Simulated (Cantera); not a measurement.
An adiabatic, constant-pressure homogeneous reactor starts with CH₄ : H₂ : O₂ : N₂ = 1 : 0.099 : 1.14 : 4.28 (molar parts), at 1325 K and 320000 Pa. Integrator tolerance rtol = 1e-08.

Detailed kinetics in Cantera: GRI-Mech 3.0 (53 species, 325 reactions).

Problem. What does this change do: N2 4.28 to 8.6 parts?

Solution. 
```
quantity                                                              before                                      after
---------------------------------  -----------------------------------------  -----------------------------------------
time of steepest temperature rise                                    2.23 ms                                    4.58 ms
temperature at 7.00 s                                                 2512 K                                     2129 K
equilibrium temperature                                               2512 K                                     2129 K
x(CH₄) at 7.00 s                   5.18e-11 (gas-phase equilibrium 5.84e-11)  9.08e-11 (gas-phase equilibrium 1.04e-10)
x(H₂) at 7.00 s                          0.130 (gas-phase equilibrium 0.130)      0.0851 (gas-phase equilibrium 0.0851)
x(O₂) at 7.00 s                      1.67e-5 (gas-phase equilibrium 1.67e-5)    2.00e-7 (gas-phase equilibrium 2.00e-7)
x(HCN) at 7.00 s                     1.80e-7 (gas-phase equilibrium 1.80e-7)    1.10e-7 (gas-phase equilibrium 1.10e-7)
x(C₂H) at 7.00 s                       <1e-12 (gas-phase equilibrium <1e-12)      <1e-12 (gas-phase equilibrium <1e-12)
```

Problem. What does this change do: constant volume in place of constant pressure?

Solution. 
```tsv
quantity	before	after
time of steepest temperature rise	2.23 ms	2.02 ms
temperature at 7.00 s	2512 K	2800 K
equilibrium temperature	2512 K	2800 K
x(CH₄) at 7.00 s	5.18e-11 (gas-phase equilibrium 5.84e-11)	1.02e-10 (gas-phase equilibrium 1.15e-10)
x(H₂) at 7.00 s	0.130 (gas-phase equilibrium 0.130)	0.127 (gas-phase equilibrium 0.127)
x(O₂) at 7.00 s	1.67e-5 (gas-phase equilibrium 1.67e-5)	8.53e-5 (gas-phase equilibrium 8.53e-5)
x(HCN) at 7.00 s	1.80e-7 (gas-phase equilibrium 1.80e-7)	4.24e-7 (gas-phase equilibrium 4.24e-7)
x(C₂H) at 7.00 s	<1e-12 (gas-phase equilibrium <1e-12)	<1e-12 (gas-phase equilibrium <1e-12)
```
